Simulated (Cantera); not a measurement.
An adiabatic, constant-pressure homogeneous reactor starts with H2 : O2 : N2 = 1 : 0.357 : 3.25 (molar parts), at 1775 K and 3.10 bar.

Detailed kinetics in Cantera: GRI-Mech 3.0 (53 species, 325 reactions). The hydrogen kinetics of GRI-Mech 3.0 are dated; newer H2 mechanisms differ, most at raised pressure.

### Question
Predict: time of steepest temperature rise; temperature at 2.00 s; equilibrium temperature; x(H2) at 2.00 s; x(O2) at 2.00 s; x(N2O) at 2.00 s; x(OH) at 2.00 s; x(NO) at 2.00 s; x(H) at 2.00 s; x(HO2) at 2.00 s.

### Answer
time of steepest temperature rise: 3.55 µs
temperature at 2.00 s: 2729 K
equilibrium temperature: 2729 K
x(H2) at 2.00 s: 0.0678 (gas-phase equilibrium 0.0678)
x(O2) at 2.00 s: 0.000476 (gas-phase equilibrium 0.000476)
x(N2O) at 2.00 s: 1.50e-7 (gas-phase equilibrium 1.50e-7)
x(OH) at 2.00 s: 0.00576 (gas-phase equilibrium 0.00576)
x(NO) at 2.00 s: 0.00155 (gas-phase equilibrium 0.00155)
x(H) at 2.00 s: 0.00943 (gas-phase equilibrium 0.00943)
x(HO2) at 2.00 s: 4.26e-7 (gas-phase equilibrium 4.26e-7)
